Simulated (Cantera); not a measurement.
What does this Cantera script print?

```python
import numpy as np
import cantera as ct

gas_names = [...]  # 110 gases of nasa_gas.yaml made of C, H, O
cond_names = """
    C(gr) C6H6(L) C7H8(L) C8H18(L),n-octa H2O(s) H2O(L)
""".split()


# ... load() reads the species with a 1 bar reference pressure and builds the phases ...
atoms = {
    'CO': {'C': 1, 'O': 1},
    'H2': {'H': 2},
}
top_T = {'C(gr)': 4500}  # K; cautious upper limits of use, not melting points


# ... equilibrate(T, P, feed) seeds the gas with the atoms and calls Mixture.equilibrate('TP', solver="vcs", rtol=1e-11, max_steps=5000) ...
results = []
feed = {'CO': 1, 'H2': 62}  # mol
T = 1075  # K
P = 31  # Pa
mix = equilibrate(T, P, feed)
results.append((T, P, feed, dict(zip(mix.species_names, mix.species_moles))))
print(gas.report(threshold=0.001))
for i in range(1, mix.n_phases):
    print(f"{mix.phase(i).name:16s} {mix.phase_moles(i):12.5e} mol")
```

Result:

```
       temperature   1075 K
          pressure   31 Pa
           density   8.4232e-06 kg/m^3
  mean mol. weight   2.4286 kg/kmol
   phase of matter   gas

                          1 kg             1 kmol
                     ---------------   ---------------
          enthalpy        8.7403e+06        2.1227e+07  J
   internal energy          5.06e+06        1.2289e+07  J
           entropy             97738        2.3737e+05  J/K
    Gibbs function       -9.6328e+07       -2.3394e+08  J
 heat capacity c_p             12586             30566  J/K
 heat capacity c_v            9162.3             22252  J/K

                      mass frac. Y      mole frac. X     chem. pot. / RT
                     ---------------   ---------------   ---------------
                CO           0.18304           0.01587           -50.381
                H2           0.81692           0.98412           -25.783
     [ +108 minor]         4.159e-05        6.6335e-06

C(gr)             0.00000e+00 mol
```

Method: chemical equilibrium by Gibbs-energy minimisation in Cantera with the NASA 1993 tables (ideal gas, pure condensed phases).
